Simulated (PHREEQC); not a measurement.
Dissolve 0.00032 mol/kgw KH2PO4, 8.2e-07 mol/kgw Na2B4O7 and 1.9e-05 mol/kgw KCl at 25 °C. Closed to the air; pH follows from the charge balance.

Computed with PHREEQC (ion-association model, phreeqc.dat).

Precipitation was switched off in this run.

Predict the pH, ionic strength.

pH 5.43; ionic strength 0.000350 mol/kgw.

In which forms is P present?

H2PO4- 98 %, HPO4-2 1.7 % of the P.
